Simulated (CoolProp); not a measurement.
Vapour-liquid equilibrium of R22 (1) + R114 (2) at 342.4 K; x and y are mole fractions of (1).

Values from CoolProp's multi-fluid Helmholtz-energy mixture model, Kamei 1995 and Platzer 1990; pair parameters Bell 2016. This equation is an older, rougher fit; its heat capacities, sound speeds and derivatives of the liquid may be far off and weren't checked against measurements.

Give the bubble pressure and the first vapour's composition at x = 0.25, 0.35, 0.45. Is there an azeotrope?

x = 0.25: 1364 kPa, y = 0.515; x = 0.35: 1574 kPa, y = 0.606; x = 0.45: 1775 kPa, y = 0.680. No azeotrope shows between x = 0.05 and 0.95.

Pair parameters are fitted to limited data, so mixtures are less certain than the pure fluids. The gap from Raoult's law changes sign with composition, which may be real or a fault of the pair parameters; it wasn't checked against measurements.
